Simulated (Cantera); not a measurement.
A closed system holds: 1 mol C₂H₂, 0.4 mol H₂O, equilibrated at 2.80 bar.

These are equilibrium values from Cantera (NASA tables, ideal gas, pure condensed phases), not measurements of a reactor. Candidate condensed phases: C, C₆H₆, C₇H₈, C₈H₁₈, H₂O; 110 gas species. Rates play no part.

x: gas mole fraction; n: condensed amount in mol.

| T (K) | x H₂ | x CH₄ | x H₂O | x CO | x CO₂ | x H | x C₂H₂ (acetylene) | n C(graphite) |
|---|---|---|---|---|---|---|---|---|
| 523 | 0.0138 | 0.569 | 0.393 | 9.45e-6 | 0.0242 | <1e-12 | <1e-12 | 1.46 |
| 723 | … | … | … | … | 0.0430 | <1e-12 | <1e-12 | 1.50 |
| 923 | … | … | … | … | 0.0409 | … | … | 1.61 |
| 1123 | 0.724 | 0.0431 | 0.0267 | 0.199 | 0.00671 | 2.17e-8 | 1.59e-8 | 1.58 |
| 1323 | 0.764 | 0.0111 | 0.00347 | 0.221 | 0.000541 | 8.28e-7 | 6.30e-7 | 1.59 |
| 1523 | 0.773 | 0.00385 | 0.000702 | 0.222 | 7.53e-5 | 1.21e-5 | 9.13e-6 | 1.59 |
| 1723 | 0.776 | 0.00169 | 0.000205 | 0.222 | 1.68e-5 | 9.60e-5 | 7.02e-5 | 1.60 |
| 1923 | 0.776 | 0.000886 | 7.79e-5 | 0.222 | 5.19e-6 | 0.000496 | 0.000350 | 1.60 |
| 2123 | 0.774 | 0.000524 | 3.56e-5 | 0.222 | 2.04e-6 | 0.00189 | 0.00128 | 1.59 |
| 2323 | 0.768 | 0.000339 | 1.86e-5 | 0.222 | 9.47e-7 | 0.00571 | 0.00372 | 1.59 |
| 2523 | 0.755 | 0.000231 | 1.07e-5 | 0.221 | 5.00e-7 | 0.0144 | 0.00900 | 1.57 |
| 2723 | 0.730 | 0.000162 | 6.57e-6 | 0.219 | 2.90e-7 | 0.0316 | 0.0187 | 1.53 |

### Question
Complete the blanks.

### Answer

- 723, x H₂: 0.176
- 723, x CH₄: 0.462
- 723, x H₂O: 0.315
- 723, x CO: 0.00313
- 923, x H₂: 0.541
- 923, x CH₄: 0.191
- 923, x H₂O: 0.159
- 923, x CO: 0.0680
- 923, x H: 1.08e-10
- 923, x C₂H₂ (acetylene): 6.45e-11
